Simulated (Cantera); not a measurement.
A closed system holds: 1 mol BN, 20 mol H2, 0.00017 mol O2, equilibrated at 140 Pa.

Equilibrium computed with Cantera from the NASA thermochemical tables; the gas is ideal and each condensed phase is pure. Candidate condensed phases: B, BN, B2O3, B3O3H3, H2O; 39 gas species. Kinetics and transport are ignored.

x: gas mole fraction; n: condensed amount in mol.

```csv
T (K),x H2,x H,x HBO,x H2O,x N2,x HBO2,n BN(s),n B2O3(l)
798,1.000,7.12e-11,1.27e-10,1.27e-5,1.42e-6,1.17e-8,1.000,2.83e-5
848,1.000,5.09e-10,1.77e-9,1.27e-5,1.42e-6,5.65e-8,1.000,2.79e-5
898,1.000,2.92e-9,1.82e-8,1.26e-5,1.43e-6,2.27e-7,1.000,2.61e-5
948,1.000,1.40e-8,1.46e-7,1.24e-5,1.42e-6,7.80e-7,1.000,1.91e-5
998,1.000,5.75e-8,8.83e-7,1.18e-5,1.52e-6,2.13e-6,1.000,0
1048,1.000,2.06e-7,2.77e-6,9.00e-6,___,2.59e-6,1.000,0
1098,1.000,6.61e-7,6.65e-6,5.90e-6,___,2.20e-6,1.000,0
1148,1.000,1.91e-6,1.17e-5,3.03e-6,___,1.14e-6,1.000,0
1198,1.000,5.08e-6,1.51e-5,1.18e-6,7.74e-6,3.45e-7,1.000,0
1248,1.000,1.25e-5,1.64e-5,4.05e-7,8.26e-6,8.01e-8,1.000,0
1298,1.000,2.86e-5,1.68e-5,1.40e-7,8.43e-6,1.84e-8,1.000,0
```

Some entries are withheld; supply them.


- 1048, x N2: 2.70e-6
- 1098, x N2: 4.44e-6
- 1148, x N2: 6.41e-6
